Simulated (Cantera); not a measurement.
# Pyrogenic steam for wet oxidation

An isothermal, constant-pressure homogeneous reactor starts with H2 : O2 : N2 = 1.5 : 1 : 12 (molar parts), at 1375 K and 0.380 bar.

Detailed kinetics in Cantera: GRI-Mech 3.0 (53 species, 325 reactions). The temperature is held fixed by assumption; the heat of reaction is taken as removed at once.

```
t (s)         x H2    x O2     x NO2     x NO    x N2O    x H2O    x HO2
--------  --------  ------  --------  -------  -------  -------  -------
1.00e-5      0.103  0.0690    <1e-12   <1e-12   <1e-12  2.47e-8  3.38e-8
3.35e-5      0.103  0.0690    <1e-12   <1e-12   <1e-12  1.38e-6  1.35e-7
0.000112    0.0763  0.0572  1.20e-12  3.41e-8  3.17e-9   0.0187  7.71e-6
0.000377    0.0108  0.0247  7.23e-10  1.41e-5  3.37e-8   0.0826  5.29e-6
0.00126    0.00395  0.0197   2.04e-9  2.07e-5  5.09e-8    0.102  4.31e-6
0.00423   0.000539  0.0182   1.03e-8  2.13e-5  9.47e-8    0.108  2.32e-6
0.0142     4.83e-5  0.0181   3.97e-8  2.13e-5  1.34e-7    0.109  4.18e-7
0.0475     6.46e-6  0.0182   4.51e-8  2.13e-5  1.42e-7    0.109  6.51e-8
0.159      1.39e-6  0.0182   3.16e-8  2.13e-5  1.12e-7    0.109  1.70e-8
0.534      5.06e-7  0.0182   2.99e-8  2.13e-5  4.25e-8    0.109  1.01e-8
1.79       4.05e-7  0.0182   3.13e-8  2.13e-5  8.81e-9    0.109  9.60e-9
6.00       4.04e-7  0.0182   3.13e-8  2.13e-5  8.12e-9    0.109  9.60e-9
```
x: mole fraction; the columns are a selection and need not sum to one.

Equilibrium at this temperature and pressure: H2 4.05e-7, O2 0.0181, NO2 2.85e-7, NO 0.000195, N2O 8.11e-9, H2O 0.109, HO2 9.56e-9 (gas phase only).
